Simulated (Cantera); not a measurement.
A perfectly stirred reactor is fed with CH₄ : CO₂ = 1 : 0.38 (molar parts), at 443 Torr; it is held at 1523 K, and followed from long to short residence time.

Cantera simulation using GRI-Mech 3.0 (53 species, 325 reactions); the numbers are that mechanism's predictions, not measurements. GRI-Mech 3.0 stops at C3 and has no aromatics, soot or wall deposition, so with more carbon than oxygen in the feed, carbon stays in small species such as C2H2 where larger ones or solid carbon would form.

What does this change do: temperature 1523 to 2025 K?


| quantity | before | after |
|---|---|---|
| x(CH₄) at τ = 1.00 s | 0.243 | 0.00441 |
| x(CO₂) at τ = 1.00 s | 0.0874 | 0.000349 |
| x(CH₂O) at τ = 1.00 s | 6.86e-7 | 5.51e-8 |
| x(CH₂) at τ = 1.00 s | 7.62e-9 | 1.17e-6 |
| x(OH) at τ = 1.00 s | 1.16e-7 | 9.43e-7 |
| x(CH₄) at τ = 72.0 ms | 0.586 | 0.0153 |
| x(CO₂) at τ = 72.0 ms | 0.245 | 0.00373 |
| x(CH₂O) at τ = 72.0 ms | 3.01e-6 | 5.75e-7 |
| x(CH₂) at τ = 72.0 ms | 9.61e-9 | 3.89e-6 |
| x(OH) at τ = 72.0 ms | 1.75e-8 | 9.10e-6 |

What does this change do: pressure from 443 Torr to 13500 Torr?


```json
[
 {"quantity": "x(CH₄) at τ = 1.00 s", "before": "0.243", "after": "0.306"},
 {"quantity": "x(CO₂) at τ = 1.00 s", "before": "0.0874", "after": "0.0530"},
 {"quantity": "x(CH₂O) at τ = 1.00 s", "before": "6.86e-7", "after": "1.09e-6"},
 {"quantity": "x(CH₂) at τ = 1.00 s", "before": "7.62e-9", "after": "1.04e-9"},
 {"quantity": "x(OH) at τ = 1.00 s", "before": "1.16e-7", "after": "4.11e-8"},
 {"quantity": "x(CH₄) at τ = 72.0 ms", "before": "0.586", "after": "0.412"},
 {"quantity": "x(CO₂) at τ = 72.0 ms", "before": "0.245", "after": "0.155"},
 {"quantity": "x(CH₂O) at τ = 72.0 ms", "before": "3.01e-6", "after": "9.68e-7"},
 {"quantity": "x(CH₂) at τ = 72.0 ms", "before": "9.61e-9", "after": "9.22e-10"},
 {"quantity": "x(OH) at τ = 72.0 ms", "before": "1.75e-8", "after": "2.43e-8"}
]
```
The pressure lies above the range GRI-Mech 3.0 was tuned for (to about 10 atm).
